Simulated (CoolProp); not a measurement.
Vapour-liquid equilibrium of carbon dioxide (1) + ethane (2) at 264.2 K; x and y are mole fractions of (1).

Values from CoolProp's multi-fluid Helmholtz-energy mixture model, Span 1996 and Bücker 2006; pair parameters Kunz 2012.

Q: Give the bubble pressure and the first vapour's composition at x = 0.05, 0.35, 0.8. Is there an azeotrope?

A: x = 0.05: 2.088 MPa, y = 0.104; x = 0.35: 2.847 MPa, y = 0.462; x = 0.8: 3.097 MPa, y = 0.767. y crosses x between x = 0.65 and 0.8: the model has an azeotrope there.

The pair parameters rest on a limited set of measurements; away from them the model extrapolates.
